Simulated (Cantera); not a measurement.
Charge: 1 mol NiS, 4.7 mol H₂, 36 mol N₂, at 975 °C and 1.33 mbar.

Cantera equilibrium calculation (NASA polynomials, part measured and part estimated; ideal gas, pure solids and liquids). Candidate condensed phases: Ni, NiS, NiS₂, Ni₃S₂, Ni₃S₄, S; 17 gas species. Gases not in the tables: S₃ to S₇. Rates play no part.

Base state: N₂ 0.882, H₂ 0.112, H₂S 0.00318, S₂ 0.00245, SH 8.07e-5 (mole fractions); condensed: Ni₃S₂(l).

Question: What changes in the equilibrium state with this change: N₂ from 36 to 2.7 mol?

Answer: 
```tsv
species	before	after
H₂	0.112	0.601
N₂	0.882	0.362
H₂S	0.00318	0.0296
SH	8.07e-5	0.000324
S₂	0.00245	0.00738
Ni₃S₂(l), mol	0.333	0.333
```
